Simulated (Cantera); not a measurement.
A Cantera script and what it prints.

```python
import numpy as np
import cantera as ct

gas_names = [...]  # 76 gases of nasa_gas.yaml made of C, H
cond_names = """
    C(gr) C6H6(L) C7H8(L) C8H18(L),n-octa
""".split()


# ... load() reads the species with a 1 bar reference pressure and builds the phases ...
atoms = {
    'n-butane': {'C': 4, 'H': 10},
    'H2': {'H': 2},
}
top_T = {'C(gr)': 4500}  # K; cautious upper limits of use, not melting points


# ... equilibrate(T, P, feed) seeds the gas with the atoms and calls Mixture.equilibrate('TP', solver="vcs", rtol=1e-11, max_steps=5000) ...
results = []
P = 100000  # Pa
for T in [1750, 1850, 1950, 2050, 2150, 2250, 2350, 2450, 2550, 2650, 2750, 2850, 2950]:
    for m in [0.38, 0.63, 1, 1.7, 2.8, 4.5, 7.4, 12, 20, 33, 54, 88]:
        feed = {'n-butane': 1, 'H2': m}  # mol
        mix = equilibrate(T, P, feed)
        results.append((T, P, feed, dict(zip(mix.species_names, mix.species_moles))))

for T, P, feed, n in results:
    print(f"{T:7g} {feed['H2']:10.4g}  " + (" + ".join(c for c in cond_names if n.get(c, 0) > 1e-12) or "gas only"))
```

It prints:

```
   1750       0.38  C(gr)
   1750       0.63  C(gr)
   1750          1  C(gr)
   1750        1.7  C(gr)
   1750        2.8  C(gr)
   1750        4.5  C(gr)
   1750        7.4  C(gr)
   1750         12  C(gr)
   1750         20  C(gr)
   1750         33  C(gr)
   1750         54  C(gr)
   1750         88  C(gr)
   1850       0.38  C(gr)
   1850       0.63  C(gr)
   1850          1  C(gr)
   1850        1.7  C(gr)
   1850        2.8  C(gr)
   1850        4.5  C(gr)
   1850        7.4  C(gr)
   1850         12  C(gr)
   1850         20  C(gr)
   1850         33  C(gr)
   1850         54  C(gr)
   1850         88  C(gr)
   1950       0.38  C(gr)
   1950       0.63  C(gr)
   1950          1  C(gr)
   1950        1.7  C(gr)
   1950        2.8  C(gr)
   1950        4.5  C(gr)
   1950        7.4  C(gr)
   1950         12  C(gr)
   1950         20  C(gr)
   1950         33  C(gr)
   1950         54  C(gr)
   1950         88  C(gr)
   2050       0.38  C(gr)
   2050       0.63  C(gr)
   2050          1  C(gr)
   2050        1.7  C(gr)
   2050        2.8  C(gr)
   2050        4.5  C(gr)
   2050        7.4  C(gr)
   2050         12  C(gr)
   2050         20  C(gr)
   2050         33  C(gr)
   2050         54  C(gr)
   2050         88  C(gr)
   2150       0.38  C(gr)
   2150       0.63  C(gr)
   2150          1  C(gr)
   2150        1.7  C(gr)
   2150        2.8  C(gr)
   2150        4.5  C(gr)
   2150        7.4  C(gr)
   2150         12  C(gr)
   2150         20  C(gr)
   2150         33  C(gr)
   2150         54  C(gr)
   2150         88  C(gr)
   2250       0.38  C(gr)
   2250       0.63  C(gr)
   2250          1  C(gr)
   2250        1.7  C(gr)
   2250        2.8  C(gr)
   2250        4.5  C(gr)
   2250        7.4  C(gr)
   2250         12  C(gr)
   2250         20  C(gr)
   2250         33  C(gr)
   2250         54  C(gr)
   2250         88  C(gr)
   2350       0.38  C(gr)
   2350       0.63  C(gr)
   2350          1  C(gr)
   2350        1.7  C(gr)
   2350        2.8  C(gr)
   2350        4.5  C(gr)
   2350        7.4  C(gr)
   2350         12  C(gr)
   2350         20  C(gr)
   2350         33  C(gr)
   2350         54  C(gr)
   2350         88  C(gr)
   2450       0.38  C(gr)
   2450       0.63  C(gr)
   2450          1  C(gr)
   2450        1.7  C(gr)
   2450        2.8  C(gr)
   2450        4.5  C(gr)
   2450        7.4  C(gr)
   2450         12  C(gr)
   2450         20  C(gr)
   2450         33  C(gr)
   2450         54  C(gr)
   2450         88  C(gr)
   2550       0.38  C(gr)
   2550       0.63  C(gr)
   2550          1  C(gr)
   2550        1.7  C(gr)
   2550        2.8  C(gr)
   2550        4.5  C(gr)
   2550        7.4  C(gr)
   2550         12  C(gr)
   2550         20  C(gr)
   2550         33  C(gr)
   2550         54  C(gr)
   2550         88  C(gr)
   2650       0.38  C(gr)
   2650       0.63  C(gr)
   2650          1  C(gr)
   2650        1.7  C(gr)
   2650        2.8  C(gr)
   2650        4.5  C(gr)
   2650        7.4  C(gr)
   2650         12  C(gr)
   2650         20  C(gr)
   2650         33  C(gr)
   2650         54  C(gr)
   2650         88  C(gr)
   2750       0.38  C(gr)
   2750       0.63  C(gr)
   2750          1  C(gr)
   2750        1.7  C(gr)
   2750        2.8  C(gr)
   2750        4.5  C(gr)
   2750        7.4  C(gr)
   2750         12  C(gr)
   2750         20  C(gr)
   2750         33  C(gr)
   2750         54  C(gr)
   2750         88  gas only
   2850       0.38  C(gr)
   2850       0.63  C(gr)
   2850          1  C(gr)
   2850        1.7  C(gr)
   2850        2.8  C(gr)
   2850        4.5  C(gr)
   2850        7.4  C(gr)
   2850         12  C(gr)
   2850         20  C(gr)
   2850         33  C(gr)
   2850         54  gas only
   2850         88  gas only
   2950       0.38  C(gr)
   2950       0.63  C(gr)
   2950          1  C(gr)
   2950        1.7  C(gr)
   2950        2.8  C(gr)
   2950        4.5  C(gr)
   2950        7.4  C(gr)
   2950         12  C(gr)
   2950         20  C(gr)
   2950         33  C(gr)
   2950         54  gas only
   2950         88  gas only
```

These are equilibrium values from Cantera (NASA tables, ideal gas, pure condensed phases), not measurements of a reactor.
